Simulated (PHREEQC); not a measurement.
1 kg of water holding 0.0097 mol Na2CO3, 0.0057 mol Na2SO4 and 0.16 mol NaOH is evaporated at 25 °C; the solids stay in contact with the brine. CO2 is held at log p = -3.4 (atm). The run lets Burkeite, Mirabilite, Nahcolite, Natron, Thenardite, Trona precipitate or redissolve, and no other solid.

The numbers come from PHREEQC with the Pitzer model, pitzer.dat.

| water left (kg) | ionic strength | water activity | Trona (mol) | S in solution (mol/kgw) | Na in solution (mol/kgw) | C in solution (mol/kgw) | pH |
|---|---|---|---|---|---|---|---|
| 1.001 | 0.257 | 0.995 | 0 | 0.00569 | 0.191 | 0.118 | 9.85 |
| 0.8229 | 0.316 | 0.994 | 0 | 0.00693 | 0.232 | 0.141 | 9.88 |
| 0.6765 | 0.387 | 0.993 | 0 | 0.00843 | 0.282 | 0.168 | 9.91 |
| 0.5562 | 0.475 | 0.992 | 0 | 0.0102 | 0.343 | 0.201 | 9.93 |
| 0.3761 | 0.711 | 0.989 | 0 | 0.0152 | 0.507 | 0.288 | 9.99 |
| 0.3094 | 0.870 | 0.987 | 0 | 0.0184 | 0.617 | 0.345 | 10.01 |
| 0.2545 | 1.06 | 0.984 | 0 | 0.0224 | 0.750 | 0.413 | 10.03 |
| 0.2094 | 1.30 | 0.981 | 0 | 0.0272 | 0.911 | 0.496 | 10.05 |
| 0.1723 | 1.59 | 0.978 | 0 | 0.0331 | 1.11 | 0.596 | 10.07 |
| 0.1419 | 1.93 | 0.974 | 0 | 0.0402 | 1.34 | 0.716 | 10.08 |
| 0.09628 | 2.87 | 0.963 | 0 | 0.0592 | 1.98 | 1.04 | 10.11 |
| 0.07936 | 3.49 | 0.956 | 0 | 0.0718 | 2.40 | 1.25 | 10.13 |
| 0.06546 | 4.24 | 0.947 | 0 | 0.0871 | 2.91 | 1.50 | 10.14 |
| 0.05405 | 5.14 | 0.937 | 0 | 0.105 | 3.53 | 1.81 | 10.14 |
| 0.04465 | 6.23 | 0.923 | 0 | 0.128 | 4.27 | 2.19 | 10.15 |
| 0.03694 | 7.54 | 0.906 | 0 | 0.154 | 5.16 | 2.64 | 10.15 |
| 0.02489 | 9.19 | 0.882 | 0.0114 | 0.229 | 6.29 | 3.17 | 10.14 |
| 0.0202 | 9.27 | 0.881 | 0.0209 | 0.282 | 6.35 | 3.14 | 10.14 |
| 0.01635 | 9.37 | 0.880 | 0.0286 | 0.349 | 6.41 | 3.11 | 10.13 |
| 0.01317 | 9.50 | 0.879 | 0.0351 | 0.433 | 6.50 | 3.06 | 10.12 |

Trona from water left = 0.02489 kg (pH 10.14).

Species that the database lacks are ignored.
